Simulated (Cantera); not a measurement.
A closed system holds: 1 mol SiC, 0.01 mol O2, 4 mol H2, at 1425 K and 3.38 Torr.

Cantera equilibrium calculation (NASA polynomials, part measured and part estimated; ideal gas, pure solids and liquids). Candidate condensed phases: C, C6H6, C7H8, C8H18, H2O, Si, SiC, SiO2; 123 gas species. Equilibrium is a limit: real reactors are often held back by kinetics, nucleation or transport.

Base state: H2 0.995, SiO 0.00249, CO 0.00249, H 0.000101 (mole fractions); condensed: SiC(s).

### Question
What changes in the equilibrium state with this change: pressure from 3.38 Torr to 4050 Torr?

### Answer
| species | before | after |
|---|---|---|
| H2 | 0.995 | 0.998 |
| CH4 | 6.30e-7 | 0.00243 |
| CO | 0.00249 | 4.92e-5 |
| SiO | 0.00249 | 4.80e-6 |
| H | 0.000101 | 2.93e-6 |
| SiC(s), mol | 0.990 | 0.990 |
| SiO2(β-quartz), mol | 0 | 0.00988 |
Mutual solubility and eutectic melting of coexisting phases are not modelled. The tables hold silica as quartz up to 1696 K and as liquid above; real silica turns to tridymite and cristobalite and melts near 1996 K.
